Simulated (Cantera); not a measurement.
Feed: 1 mol PbO, 70 mol N2, at 99.0 mbar.

Cantera equilibrium calculation (NASA polynomials, part measured and part estimated; ideal gas, pure solids and liquids). Candidate condensed phases: Pb, PbO, PbO2, Pb3O4; 12 gas species. Gases not in the tables: (PbO)n polymers. The numbers say what is thermodynamically allowed, not how fast it happens.

Problem. Which condensed phases are stable at each of these points (T (K)): 848, 898, 948, 998, 1048, 1098, 1148, 1198, 1248, 1298, 1348, 1398, 1448, 1498?

Solution. 
```json
[
 {"T (K)": "848", "condensed phases": "PbO(yellow)", "Pb condensed (%)": "100.0"},
 {"T (K)": "898", "condensed phases": "PbO(yellow)", "Pb condensed (%)": "100.0"},
 {"T (K)": "948", "condensed phases": "PbO(yellow)", "Pb condensed (%)": "100.0"},
 {"T (K)": "998", "condensed phases": "PbO(yellow)", "Pb condensed (%)": "100.0"},
 {"T (K)": "1048", "condensed phases": "PbO(yellow)", "Pb condensed (%)": "99.9"},
 {"T (K)": "1098", "condensed phases": "PbO(yellow)", "Pb condensed (%)": "99.5"},
 {"T (K)": "1148", "condensed phases": "PbO(yellow)", "Pb condensed (%)": "98.2"},
 {"T (K)": "1198", "condensed phases": "PbO(l)", "Pb condensed (%)": "94.6"},
 {"T (K)": "1248", "condensed phases": "PbO(l)", "Pb condensed (%)": "85.4"},
 {"T (K)": "1298", "condensed phases": "PbO(l)", "Pb condensed (%)": "63.7"},
 {"T (K)": "1348", "condensed phases": "PbO(l)", "Pb condensed (%)": "15.7"},
 {"T (K)": "1398", "condensed phases": "gas only", "Pb condensed (%)": "0.0"},
 {"T (K)": "1448", "condensed phases": "gas only", "Pb condensed (%)": "0.0"},
 {"T (K)": "1498", "condensed phases": "gas only", "Pb condensed (%)": "0.0"}
]
```

From 848 K to 1148 K the condensed part is PbO(yellow). From 1198 K to 1348 K the condensed part is PbO(l). From 1398 K to 1498 K nothing is condensed.
